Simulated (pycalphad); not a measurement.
An equivalent pycalphad script:

```python
from pycalphad import Database, equilibrium, calculate, variables as v
import numpy as np
db = Database('COST507.tdb')
comps = ['SI', 'SN', 'VA']
phases = ['BCT_A5', 'DIAMOND_A4', 'LIQUID']
eq = equilibrium(db, comps, phases, {v.X('SN'): 0.0801, v.T: np.arange(1850, 499, -75), v.P: 101325, v.N: 1}, output=['HM', 'SM'])
```

Computed with pycalphad from the COST 507 light-alloy database (1999), at 1 atm. These are 1990s assessments: newer ones move some temperatures and phases. Amounts are mole fractions of atoms.

Results at three of the temperatures:

```
T = 875.00 K, P = 101325 Pa, N = 1 mol of atoms
G = -27541 J/mol, H = 14489 J/mol, S = 48.03 J/(mol K)  (SER reference)
chemical potentials (J/mol): Si -24679, Sn -60400
phase             fraction      x(Si)      x(Sn)
DIAMOND_A4          0.9198     1.0000   4.37e-07
LIQUID              0.0802   0.000907     0.9991
```

```
T = 725.00 K, P = 101325 Pa, N = 1 mol of atoms
G = -20687 J/mol, H = 10644 J/mol, S = 43.22 J/(mol K)  (SER reference)
chemical potentials (J/mol): Si -18450, Sn -46382
phase             fraction      x(Si)      x(Sn)
DIAMOND_A4          0.9199     1.0000   3.92e-07
LIQUID              0.0801   9.96e-05     0.9999
```

```
T = 500.00 K, P = 101325 Pa, N = 1 mol of atoms
G = -11942 J/mol, H = 4549 J/mol, S = 32.98 J/(mol K)  (SER reference)
chemical potentials (J/mol): Si -10615, Sn -27180
phase             fraction      x(Si)      x(Sn)
DIAMOND_A4          0.9199     1.0000   1.89e-07
BCT_A5              0.0801       none     1.0000
```

Changes of the phase set, refined by bisection:

```
T (K)            phases above             phases below
------  ---------------------  -----------------------
1659.2                 liquid    diamond (Si) + liquid
505.1   diamond (Si) + liquid  bct (Sn) + diamond (Si)
```

DIAMOND_A4 is diamond (Si); BCT_A5 is bct (Sn). An entry "none" or "no" means that the model of the phase leaves that element out.
